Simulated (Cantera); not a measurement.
Input (Python, Cantera) and output of one run.

```python
import numpy as np
import cantera as ct

gas_names = """
    H HO2 H2 H2O H2O2 O OH O2 O3 Ti TiO TiO2
""".split()
cond_names = """
    H2O(s) H2O(L) Ti(a) Ti(b) Ti(L) TiO(a) TiO(b) TiO(L) TiO2(ru) TiO2(L) Ti2O3(a) Ti2O3(b) Ti2O3(L)
    Ti3O5(a) Ti3O5(b) Ti3O5(L) Ti4O7(s) Ti4O7(L)
""".split()


# ... load() reads the species with a 1 bar reference pressure and builds the phases ...
atoms = {
    'Ti': {'Ti': 1},
    'H2O': {'H': 2, 'O': 1},
}
top_T = {}  # K; cautious upper limits of use, not melting points


# ... equilibrate(T, P, feed) seeds the gas with the atoms and calls Mixture.equilibrate('TP', solver="vcs", rtol=1e-11, max_steps=5000) ...
results = []
feed = {'Ti': 1, 'H2O': 0.28}  # mol
T = 1323  # K
P = 61000  # Pa
mix = equilibrate(T, P, feed)
results.append((T, P, feed, dict(zip(mix.species_names, mix.species_moles))))
x = sorted(zip(gas.X, gas.species_names), reverse=True)
print(f"T = {T:g} K  P = {P:g} Pa  gas = {mix.phase_moles(0):.4g} mol")
print("   x: " + "  ".join(f"{s} {v:.3e}" for v, s in x if v > 0.001))
print("   condensed (mol): " + ("  ".join(f"{mix.phase(i).name} {mix.phase_moles(i):.4g}"
      for i in range(1, mix.n_phases) if mix.phase_moles(i) > 1e-12) or "none"))
```

It prints:

```
T = 1323 K  P = 61000 Pa  gas = 0.28 mol
   x: H2 1.000e+00
   condensed (mol): Ti(b) 0.72  TiO(b) 0.28
```

Equilibrium computed with Cantera from the NASA thermochemical tables; the gas is ideal and each condensed phase is pure. Mutual solubility and eutectic melting of coexisting phases are not modelled. TiO: taken at fixed stoichiometry. Condensed phases not in the tables: N, O or C dissolved in the metal.
